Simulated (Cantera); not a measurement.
**Ammonia decomposition in nitride growth gas**

An isothermal, constant-pressure homogeneous reactor starts with NH3 : H2 = 1 : 0.61 (molar parts), at 1675 K and 135 Torr.

Computed with Cantera and the gas-phase N/H chemistry of the illustrative SiF4/NH3 mechanism in the Surface Chemkin manual (1991). Walls and surfaces, which speed up NH3 decomposition in real reactors, are not modelled.

```json
[
 {"t (s)": "9.00e-5", "x NH3": "0.621", "x H2": "0.379", "x N2": "7.97e-12", "x N2H2": "7.29e-11", "x NH2": "2.45e-6"},
 {"t (s)": "0.000457", "x NH3": "0.621", "x H2": "0.379", "x N2": "7.55e-9", "x N2H2": "3.48e-9", "x NH2": "1.25e-5"},
 {"t (s)": "0.00232", "x NH3": "0.621", "x H2": "0.379", "x N2": "2.12e-6", "x N2H2": "1.10e-7", "x NH2": "6.17e-5"},
 {"t (s)": "0.0118", "x NH3": "0.620", "x H2": "0.379", "x N2": "0.000160", "x N2H2": "7.78e-7", "x NH2": "0.000149"},
 {"t (s)": "0.0600", "x NH3": "0.617", "x H2": "0.382", "x N2": "0.00132", "x N2H2": "7.87e-7", "x NH2": "0.000150"},
 {"t (s)": "0.305", "x NH3": "0.598", "x H2": "0.395", "x N2": "0.00704", "x N2H2": "7.50e-7", "x NH2": "0.000147"},
 {"t (s)": "1.55", "x NH3": "0.516", "x H2": "0.452", "x N2": "0.0325", "x N2H2": "5.95e-7", "x NH2": "0.000133"},
 {"t (s)": "7.87", "x NH3": "0.276", "x H2": "0.617", "x N2": "0.106", "x N2H2": "2.38e-7", "x NH2": "8.77e-5"},
 {"t (s)": "40.0", "x NH3": "0.0439", "x H2": "0.778", "x N2": "0.178", "x N2H2": "1.72e-8", "x NH2": "2.29e-5"}
]
```
x: mole fraction; the columns are a selection and need not sum to one.

Equilibrium at this temperature and pressure: NH3 2.19e-6, H2 0.808, N2 0.192, N2H2 <1e-12, NH2 1.67e-9 (gas phase only).
